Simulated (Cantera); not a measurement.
A Cantera script and its output.

```python
import numpy as np
import cantera as ct

gas = ct.Solution("gri30.yaml")
gas.TP = 300, 101325
flame = ct.CounterflowDiffusionFlame(gas, width=0.02)
flame.fuel_inlet.X, flame.fuel_inlet.T = {'CO': 1, 'H2': 0.12, 'CH4': 0.75, 'N2': 0.22}, 400
flame.oxidizer_inlet.X, flame.oxidizer_inlet.T = {'O2': 0.27, 'N2': 0.73}, 350
flame.set_refine_criteria(ratio=3, slope=0.12, curve=0.24, prune=0.03)
show = ['OH', 'H', 'NO', 'CO', 'C2H2']

rows = []
print(f"{'mdot':>8s}{'a_max':>10s}{'a_mean':>10s}{'Tmax/K':>9s}" + "".join(f"{s:>11s}" for s in show) + "   (peak mole fractions)")
for i, mdot in enumerate([0.61, 0.8, 1, 1.4, 1.8, 2.3, 3.1, 4, 5.2]):  # kg/m2/s on the oxidiser side
    flame.oxidizer_inlet.mdot, flame.fuel_inlet.mdot = mdot, 0.73 * mdot
    flame.solve(loglevel=0, auto=(i == 0))
    if flame.T.max() < max(400, 350) + 100:
        print(f"{mdot:8.3g}  no burning solution found from the previous one")
        break
    dT = np.abs(np.gradient(flame.T, flame.grid))
    rows.append([flame.strain_rate("max"), flame.strain_rate("mean"), flame.T.max(),
                 *(flame.X[gas.species_index(s)].max() for s in show), max(dT[0], dT[-1]) / dT.max()])
    print(f"{mdot:8.3g}{rows[-1][0]:10.1f}{rows[-1][1]:10.1f}{rows[-1][2]:9.1f}" + "".join(f"{x:11.3e}" for x in rows[-1][3:-1]))
```

Result:

```
    mdot     a_max    a_mean   Tmax/K         OH          H         NO         CO       C2H2   (peak mole fractions)
    0.61     314.1      63.0   2231.7  1.172e-02  6.048e-03  3.332e-04  4.785e-01  9.268e-03
     0.8     400.1      82.6   2213.5  1.168e-02  6.352e-03  3.036e-04  4.785e-01  8.994e-03
       1     489.7     103.3   2199.1  1.158e-02  6.592e-03  2.809e-04  4.785e-01  8.776e-03
     1.4     666.9     144.6   2178.7  1.149e-02  6.978e-03  2.490e-04  4.786e-01  8.486e-03
     1.8     841.9     185.9   2165.5  1.142e-02  7.282e-03  2.270e-04  4.786e-01  8.312e-03
     2.3    1056.8     237.5   2149.5  1.126e-02  7.540e-03  2.036e-04  4.786e-01  8.052e-03
     3.1    1396.6     320.1   2127.8  1.096e-02  7.810e-03  1.741e-04  4.786e-01  7.667e-03
       4    1773.4     413.1   2107.9  1.065e-02  7.994e-03  1.489e-04  4.786e-01  7.239e-03
     5.2    2269.5     537.0   2085.2  1.025e-02  8.112e-03  1.229e-04  4.786e-01  6.689e-03
```

Computed with Cantera and GRI-Mech 3.0 (53 species, 325 reactions). GRI-Mech 3.0 has no aromatics or soot, which form on the fuel side of real flames. The maximum strain rate includes the flame's own expansion and is several times the mean.
